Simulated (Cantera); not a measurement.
Input: 1 mol Si, 6.2 mol NF3, 0.34 mol N2, at 1.50 mbar.

Cantera equilibrium calculation (NASA polynomials, part measured and part estimated; ideal gas, pure solids and liquids). Candidate condensed phases: Si, Si3N4; 16 gas species. Kinetics and transport are ignored. All values below are at 800 K.

Base state: F2 0.495, N2 0.270, F 0.151, SiF4 0.0792, NF3 0.00549 (mole fractions); condensed: gas only.

**Question.** What changes in the equilibrium state with this change: pressure from 1.50 mbar to 13.3 mbar?

**Answer.** 
```csv
species,before,after
F2,0.495,0.531
N2,0.270,0.274
SiF4,0.0792,0.0876
F,0.151,0.0525
NF3,0.00549,0.0548
```
